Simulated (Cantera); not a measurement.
What does this Cantera script print?

```python
import numpy as np
import cantera as ct

gas_names = """
    H NbO2 OH H2O
""".split()
cond_names = """
    Nb(cr) Nb(L)
""".split()


# ... load() reads the species with a 1 bar reference pressure and builds the phases ...
species = {s.name: s for s in load("nasa_gas.yaml", gas_names) + load("nasa_condensed.yaml", cond_names)}
# Each term lists the table entries of one substance; the one whose range holds T is used.
reactions = {
    '2 H(g) + NbO2(g) = Nb + 2 OH(g)':
        [(-2, ['H']), (-1, ['NbO2']), (1, ['Nb(cr)', 'Nb(L)']), (2, ['OH'])],
    '2 H2O(g) + NbO2(g) = Nb + 4 OH(g)':
        [(-2, ['H2O']), (-1, ['NbO2']), (1, ['Nb(cr)', 'Nb(L)']), (4, ['OH'])],
}


def pick(names, T):
    return next(species[n] for n in names if species[n].thermo.min_temp <= T <= species[n].thermo.max_temp)


results = []
for label, terms in reactions.items():
    print(label)
    print("     T/K   dH/kJ  dS/(J/K)   dG/kJ   log10 K")
    for T in [1248, 1448, 1648, 1848, 2048, 2248]:
        used = [(nu, pick(names, T)) for nu, names in terms]
        dH = sum(nu * s.thermo.h(T) for nu, s in used) / 1e6
        dS = sum(nu * s.thermo.s(T) for nu, s in used) / 1e3
        dG = dH - T * dS / 1e3
        logK = -dG * 1e6 / (ct.gas_constant * T * np.log(10))
        results.append((label, T, dH, dS, dG, logK, [s.name for _, s in used]))
        print(f"{T:8g} {dH:8.1f} {dS:8.1f} {dG:8.1f} {logK:8.2f}")
```

It prints:

```
2 H(g) + NbO2(g) = Nb + 2 OH(g)
     T/K   dH/kJ  dS/(J/K)   dG/kJ   log10 K
    1248   -164.1   -107.9    -29.4     1.23
    1448   -164.9   -108.5     -7.8     0.28
    1648   -165.3   -108.8     13.9    -0.44
    1848   -165.2   -108.7     35.7    -1.01
    2048   -164.6   -108.4     57.4    -1.46
    2248   -163.5   -107.9     79.0    -1.84
2 H2O(g) + NbO2(g) = Nb + 4 OH(g)
     T/K   dH/kJ  dS/(J/K)   dG/kJ   log10 K
    1248    857.8    149.9    670.7   -28.07
    1448    859.9    151.5    640.6   -23.11
    1648    862.0    152.8    610.1   -19.34
    1848    864.1    154.1    579.4   -16.38
    2048    866.3    155.2    548.5   -13.99
    2248    868.8    156.3    517.4   -12.02
```

Standard-state values (1 bar) from the NASA 1993 polynomials, evaluated with Cantera. Condensed species are held in their standard states even where they would react or evaporate.
